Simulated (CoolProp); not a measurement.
A single-stage vapour-compression cycle with the fluid: evaporating at 257.15 K (dew point), condensing at 297.15 K (bubble point), superheat 2 K, subcooling 8 K, compressor efficiency 0.65, no pressure losses. The same conditions are run with several fluids, on thermodynamics alone (safety and materials aside).

Computed with CoolProp (reference Helmholtz-energy equation of state of each fluid (hydrogen sulfide: Lemmon 2006; R21: Platzer 1990; R1233zd(E): Akasaka 2022; trans-2-butene: Lemmon 2005; ethane: Bücker 2006; cis-2-butene: Lemmon 2005)). The equations of Platzer and Polt are older, rougher fits.

```json
[
 {"fluid": "hydrogen sulfide", "cooling COP": "3.60", "pressure ratio": "3.15", "discharge temperature (K)": "381.0", "refrigerating effect (kJ/kg)": "?", "volumetric capacity (kJ/m³)": "?"},
 {"fluid": "R21", "cooling COP": "3.84", "pressure ratio": "?", "discharge temperature (K)": "357.0", "refrigerating effect (kJ/kg)": "221", "volumetric capacity (kJ/m³)": "?"},
 {"fluid": "R1233zd(E)", "cooling COP": "3.84", "pressure ratio": "?", "discharge temperature (K)": "321.3", "refrigerating effect (kJ/kg)": "175", "volumetric capacity (kJ/m³)": "245"},
 {"fluid": "trans-2-butene", "cooling COP": "?", "pressure ratio": "4.48", "discharge temperature (K)": "322.4", "refrigerating effect (kJ/kg)": "352", "volumetric capacity (kJ/m³)": "477"},
 {"fluid": "ethane", "cooling COP": "2.95", "pressure ratio": "2.59", "discharge temperature (K)": "327.3", "refrigerating effect (kJ/kg)": "249", "volumetric capacity (kJ/m³)": "7110"},
 {"fluid": "cis-2-butene", "cooling COP": "3.85", "pressure ratio": "4.64", "discharge temperature (K)": "329.0", "refrigerating effect (kJ/kg)": "367", "volumetric capacity (kJ/m³)": "?"}
]
```

**Question.** Some entries are withheld; supply them.

**Answer.** 
- hydrogen sulfide, refrigerating effect (kJ/kg): 423
- hydrogen sulfide, volumetric capacity (kJ/m³): 4550
- R21, pressure ratio: 5.09
- R21, volumetric capacity (kJ/m³): 371
- R1233zd(E), pressure ratio: 5.51
- trans-2-butene, cooling COP: 3.83
- cis-2-butene, volumetric capacity (kJ/m³): 436
